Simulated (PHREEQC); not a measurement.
Consider water at 25 °C with 0.0059 mol/kgw HF, 0.00034 mol/kgw NH4HF2 and 0.0043 mol/kgw (NH4)2SiF6. Closed to the air; pH follows from the charge balance.

Equilibrium calculation in PHREEQC: ion-association model, wateq4f.dat.

| quantity | before | after |
|---|---|---|
| pH | 2.80 | 2.84 |
| ionic strength (mol/kgw) | 0.0150 | 0.0152 |
| HF (mol/kgw) | 0.00437 | 0.00384 |
| F- (mol/kgw) | 0.00209 | 0.00200 |
| H2F2 (mol/kgw) | 4.99e-5 | 3.85e-5 |
| HF2- (mol/kgw) | 3.51e-5 | 2.96e-5 |

Name the change that produced these shifts.
A) (NH4)2SiF6 replaced by NaHF2 at the same molality
B) NH4HF2 replaced by (NH4)2HPO4 at the same molality
C) temperature from 25 to 5 °C
D) NH4HF2 from 0.00034 to 0.000306 mol/kgw

B, NH4HF2 replaced by (NH4)2HPO4 at the same molality

Precipitation was switched off in this run. H3PO4, which wateq4f.dat lacks, is added to it with the constant of phreeqc.dat. SiF6-2 is the database's only silicon fluoride.
